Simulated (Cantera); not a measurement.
Input (Python, Cantera):

```python
import numpy as np
import cantera as ct

gas = ct.Solution("gri30.yaml")
gas.TPX = 1225, 2666, {'N2O': 1, 'N2': 5.3}
reactor = ct.IdealGasConstPressureReactor(gas, energy="off", clone=False)
net = ct.ReactorNet([reactor])
net.rtol, net.atol = 1e-08, 1e-18
show = ['N2O', 'O', 'NO2', 'NO', 'N2', 'O2']
times = np.geomspace(1e-05, 10, 12)

steps = ct.SolutionArray(gas, extra=["t"])
rows = []
print(f"{'t/s':>10s}{'T/K':>9s}{'P/Pa':>11s}" + "".join(f"{s:>11s}" for s in show))
for t in times:
    while net.time < t:
        t_next = net.step()
        steps.append(gas.state, t=t_next)
    rows.append([np.interp(t, steps.t, y) for y in (steps.T, steps.P, *steps(*show).X.T)])
    print(f"{t:10.3e}{rows[-1][0]:9.1f}{rows[-1][1]:11.4g}" + "".join(f"{x:11.3e}" for x in rows[-1][2:]))
rate = np.gradient(steps.T, steps.t)
print("integrator steps:", len(steps.t))
if steps.T.max() > steps.T[0] + 200:
    print(f"time of steepest temperature rise: {steps.t[rate.argmax()]:.4e} s")
gas.TPX = 1225, 2666, {'N2O': 1, 'N2': 5.3}
gas.equilibrate("TP")
print(f"equilibrium (TP): T = {gas.T:.1f} K  " + "  ".join(f"{s} {gas[s].X[0]:.3e}" for s in show))
```

Output:

```
       t/s      T/K       P/Pa        N2O          O        NO2         NO         N2         O2
 1.000e-05   1225.0       2666  1.587e-01  2.068e-08  3.260e-22  1.868e-11  8.413e-01  7.169e-11
 3.511e-05   1225.0       2666  1.587e-01  7.189e-08  4.765e-20  2.277e-10  8.413e-01  8.741e-10
 1.233e-04   1225.0       2666  1.587e-01  2.440e-07  6.893e-18  2.743e-09  8.413e-01  1.053e-08
 4.329e-04   1225.0       2666  1.587e-01  7.631e-07  8.810e-16  3.120e-08  8.413e-01  1.198e-07
 1.520e-03   1225.0       2666  1.587e-01  1.853e-06  8.093e-14  2.999e-07  8.413e-01  1.151e-06
 5.337e-03   1225.0       2666  1.587e-01  2.635e-06  3.391e-12  1.945e-06  8.413e-01  7.468e-06
 1.874e-02   1225.0       2666  1.586e-01  2.678e-06  6.158e-11  8.344e-06  8.413e-01  3.203e-05
 6.579e-02   1225.0       2666  1.584e-01  2.678e-06  8.032e-10  3.082e-05  8.414e-01  1.183e-04
 2.310e-01   1225.0       2666  1.577e-01  2.678e-06  8.703e-09  1.095e-04  8.418e-01  4.204e-04
 8.111e-01   1225.0       2666  1.551e-01  2.678e-06  6.843e-08  3.826e-04  8.430e-01  1.469e-03
 2.848e+00   1225.0       2666  1.465e-01  2.675e-06  3.309e-07  1.304e-03  8.472e-01  5.008e-03
 1.000e+01   1225.0       2666  1.200e-01  2.666e-06  1.168e-06  4.124e-03  8.600e-01  1.585e-02
integrator steps: 572
equilibrium (TP): T = 1225.0 K  N2O 1.857e-09  O 7.030e-08  NO2 2.198e-07  NO 1.520e-04  N2 9.264e-01  O2 7.345e-02
```

Cantera simulation using GRI-Mech 3.0 (53 species, 325 reactions); the numbers are that mechanism's predictions, not measurements. GRI-Mech 3.0 was tuned for natural gas; its chemistry of N2O as a main component is partial and can be far from experiment. Radical loss at walls, strong at low pressure, is not modelled. The mechanism lacks the step 2 NO + O2 → 2 NO2, which can matter for NO2 below about 1400 K. The temperature is held fixed by assumption; the heat of reaction is taken as removed at once.
